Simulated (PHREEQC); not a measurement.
**Nickel, zinc or cadmium bath: an equilibrium model**

Make-up at 25 °C: 3.6 mmol/kgw CdSO4 and 0.7 mmol/kgw Na2SO4. Closed to the air; pH follows from the charge balance.

Computed with PHREEQC (ion-association model, wateq4f.dat).

Precipitation was switched off in this run.

Q: Estimate the pH, ionic strength.

A: pH 6.45; ionic strength 0.0124 mol/kgw.

Q: In which forms is Na present?

A: Na+ 99 %, NaSO4- 1.0 % of the Na.
